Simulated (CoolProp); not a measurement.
Vapour-liquid equilibrium of propane (1) + R114 (2) at 498 kPa; x and y are mole fractions of (1).

Computed with CoolProp (multi-fluid Helmholtz-energy mixture model, Lemmon 2009 and Platzer 1990; pair parameters Bell 2016). This equation is an older, rougher fit; its heat capacities, sound speeds and derivatives of the liquid may be far off and weren't checked against measurements.

| x | bubble temperature, mixture model (°C) | bubble temperature, Raoult's law (°C) | y, mixture model | y, Raoult's law |
|---|---|---|---|---|
| 0.05 | 47.8 | 49.1 | 0.177 | 0.169 |
| 0.125 | 39.7 | 42.4 | 0.376 | 0.363 |
| 0.2 | … | 36.6 | 0.516 | 0.508 |
| 0.275 | 27.8 | 31.5 | 0.617 | 0.618 |
| 0.35 | 23.4 | 26.9 | 0.692 | 0.702 |
| 0.425 | 19.7 | 22.9 | 0.750 | 0.769 |
| 0.5 | 16.5 | 19.2 | 0.797 | 0.822 |
| 0.575 | 13.7 | 15.9 | 0.837 | 0.865 |
| 0.65 | 11.2 | 12.8 | 0.871 | 0.900 |
| 0.725 | … | 10.1 | 0.901 | 0.929 |
| 0.8 | … | 7.5 | 0.929 | 0.953 |
| 0.875 | 4.8 | 5.2 | 0.956 | 0.973 |
| 0.95 | 2.8 | 3.0 | 0.983 | 0.990 |

Problem. Some entries are withheld; supply them.

Solution. 
- 0.2, bubble temperature, mixture model (°C): 33.2
- 0.725, bubble temperature, mixture model (°C): 8.9
- 0.8, bubble temperature, mixture model (°C): 6.8

The largest gap from Raoult's law is -3.7 K in bubble temperature, at x = 0.275. No azeotrope shows between x = 0.05 and 0.95.

The pair parameters rest on a limited set of measurements; away from them the model extrapolates.
